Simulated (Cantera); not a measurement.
Input (Python, Cantera) and output of one run.

```python
import numpy as np
import cantera as ct

gas_names = """
    CL CL2 H HCL H2 Si SiCL SiCL2 SiCL3 SiCL4 SiH SiHCL3 SiH2 SiH2CL2 SiH3 SiH3CL SiH4 Si2 Si3
""".split()
cond_names = """
    Si(cr) Si(L)
""".split()


# ... load() reads the species with a 1 bar reference pressure and builds the phases ...
atoms = {
    'SiCl4': {'Si': 1, 'CL': 4},
    'Cl2': {'CL': 2},
    'H2': {'H': 2},
}
top_T = {}  # K; cautious upper limits of use, not melting points


# ... equilibrate(T, P, feed) seeds the gas with the atoms and calls Mixture.equilibrate('TP', solver="vcs", rtol=1e-11, max_steps=5000) ...
results = []
feed = {'SiCl4': 1, 'Cl2': 0.91, 'H2': 10}  # mol
P = 140000  # Pa
for T in [623, 723, 823, 923, 1023, 1123, 1223, 1323, 1423, 1523, 1623, 1723]:
    mix = equilibrate(T, P, feed)
    results.append((T, P, feed, dict(zip(mix.species_names, mix.species_moles))))
    x = sorted(zip(gas.X, gas.species_names), reverse=True)
    print(f"T = {T:g} K  P = {P:g} Pa  gas = {mix.phase_moles(0):.4g} mol")
    print("   x: " + "  ".join(f"{s} {v:.3e}" for v, s in x if v > 0.001))
    print("   condensed (mol): " + ("  ".join(f"{mix.phase(i).name} {mix.phase_moles(i):.4g}"
          for i in range(1, mix.n_phases) if mix.phase_moles(i) > 1e-12) or "none"))
```

It prints:

```
T = 623 K  P = 140000 Pa  gas = 11.91 mol
   x: H2 7.632e-01  HCL 1.528e-01  SiCL4 8.394e-02
   condensed (mol): none
T = 723 K  P = 140000 Pa  gas = 11.91 mol
   x: H2 7.631e-01  HCL 1.529e-01  SiCL4 8.384e-02
   condensed (mol): none
T = 823 K  P = 140000 Pa  gas = 11.91 mol
   x: H2 7.627e-01  HCL 1.533e-01  SiCL4 8.346e-02
   condensed (mol): none
T = 923 K  P = 140000 Pa  gas = 11.91 mol
   x: H2 7.618e-01  HCL 1.543e-01  SiCL4 8.250e-02  SiHCL3 1.452e-03
   condensed (mol): none
T = 1023 K  P = 140000 Pa  gas = 11.91 mol
   x: H2 7.598e-01  HCL 1.562e-01  SiCL4 8.055e-02  SiHCL3 3.315e-03
   condensed (mol): none
T = 1123 K  P = 140000 Pa  gas = 11.91 mol
   x: H2 7.564e-01  HCL 1.597e-01  SiCL4 7.715e-02  SiHCL3 6.268e-03
   condensed (mol): none
T = 1223 K  P = 140000 Pa  gas = 11.92 mol
   x: H2 7.507e-01  HCL 1.655e-01  SiCL4 7.155e-02  SiHCL3 1.002e-02  SiCL3 1.758e-03
   condensed (mol): none
T = 1323 K  P = 140000 Pa  gas = 11.97 mol
   x: H2 7.404e-01  HCL 1.760e-01  SiCL4 6.234e-02  SiHCL3 1.330e-02  SiCL3 5.161e-03  SiCL2 2.337e-03
   condensed (mol): none
T = 1423 K  P = 140000 Pa  gas = 12.09 mol
   x: H2 7.222e-01  HCL 1.950e-01  SiCL4 4.823e-02  SiHCL3 1.386e-02  SiCL3 1.068e-02  SiCL2 9.351e-03
   condensed (mol): none
T = 1523 K  P = 140000 Pa  gas = 12.29 mol
   x: H2 6.968e-01  HCL 2.217e-01  SiCL4 3.132e-02  SiCL2 2.290e-02  SiCL3 1.549e-02  SiHCL3 1.105e-02
   condensed (mol): none
T = 1623 K  P = 140000 Pa  gas = 12.5 mol
   x: H2 6.718e-01  HCL 2.482e-01  SiCL2 3.888e-02  SiCL4 1.681e-02  SiCL3 1.674e-02  SiHCL3 7.052e-03
   condensed (mol): none
T = 1723 K  P = 140000 Pa  gas = 12.67 mol
   x: H2 6.534e-01  HCL 2.674e-01  SiCL2 5.221e-02  SiCL3 1.470e-02  SiCL4 7.770e-03  SiHCL3 3.910e-03
   condensed (mol): none
```

Method: chemical equilibrium by Gibbs-energy minimisation in Cantera with the NASA 1993 tables (ideal gas, pure condensed phases). The tables' values for SiCl3 are old estimates; treat these amounts as uncertain.
